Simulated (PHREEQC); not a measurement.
Acid rinse or clean: an equilibrium model

Solution (55 °C): 0.11 mol H2SO4, 0.15 mol CaCl2 and 0.16 mol CuCl2 per kg of water. Closed to the air; pH follows from the charge balance.

Computed with PHREEQC (ion-association model, wateq4f.dat).

Each row changes one thing in this solution. This is a speciation only: nothing precipitates in the calculation.

```json
[
 {"case": "as made", "pH": "0.99", "ionic strength (mol/kgw)": "0.820", "Cl- (mol/kgw)": "0.527", "HSO4- (mol/kgw)": "0.0635", "SO4-2 (mol/kgw)": "0.0124"},
 {"case": "diluted 5-fold with water", "pH": "1.59", "ionic strength (mol/kgw)": "0.189", "Cl- (mol/kgw)": "0.116", "HSO4- (mol/kgw)": "0.0105", "SO4-2 (mol/kgw)": "0.00525"},
 {"case": "temperature from 55 to 45 °C", "pH": "0.97", "ionic strength (mol/kgw)": "0.851", "Cl- (mol/kgw)": "0.544", "HSO4- (mol/kgw)": "0.0595", "SO4-2 (mol/kgw)": "0.0143"},
 {"case": "diluted 10-fold with water", "pH": "[?]", "ionic strength (mol/kgw)": "[?]", "Cl- (mol/kgw)": "0.0591", "HSO4- (mol/kgw)": "0.00448", "SO4-2 (mol/kgw)": "0.00342"},
 {"case": "H2SO4 from 0.11 to 0.55 mol/kgw", "pH": "0.37", "ionic strength (mol/kgw)": "[?]", "Cl- (mol/kgw)": "0.534", "HSO4- (mol/kgw)": "0.443", "SO4-2 (mol/kgw)": "0.0235"},
 {"case": "CuCl2 replaced by ZnCl2 at the same molality", "pH": "0.98", "ionic strength (mol/kgw)": "0.807", "Cl- (mol/kgw)": "0.493", "HSO4- (mol/kgw)": "0.0627", "SO4-2 (mol/kgw)": "0.0121"},
 {"case": "temperature from 55 to 15 °C", "pH": "0.93", "ionic strength (mol/kgw)": "0.942", "Cl- (mol/kgw)": "0.591", "HSO4- (mol/kgw)": "0.0482", "SO4-2 (mol/kgw)": "0.0202"},
 {"case": "temperature from 55 to 25 °C", "pH": "0.94", "ionic strength (mol/kgw)": "0.915", "Cl- (mol/kgw)": "0.578", "HSO4- (mol/kgw)": "0.0516", "SO4-2 (mol/kgw)": "0.0182"},
 {"case": "CaCl2 left out", "pH": "0.99", "ionic strength (mol/kgw)": "0.471", "Cl- (mol/kgw)": "0.258", "HSO4- (mol/kgw)": "0.0839", "SO4-2 (mol/kgw)": "0.0137"}
]
```

**Question.** Complete the blanks.

**Answer.** 
- diluted 10-fold with water, pH: 1.85
- diluted 10-fold with water, ionic strength (mol/kgw): 0.0990
- H2SO4 from 0.11 to 0.55 mol/kgw, ionic strength (mol/kgw): 1.19

The ionic strength passes 0.7 mol/kgw, the rough limit of the ion-association models, in as made; temperature from 55 to 45 °C; H2SO4 from 0.11 to 0.55 mol/kgw; CuCl2 replaced by ZnCl2 at the same molality; temperature from 55 to 15 °C; temperature from 55 to 25 °C. Species that the database lacks are ignored. Some of these states are supersaturated (in Gypsum, for instance). Away from 25 °C the constants follow the database's enthalpies or fits; those with neither stay at their 25 °C values.
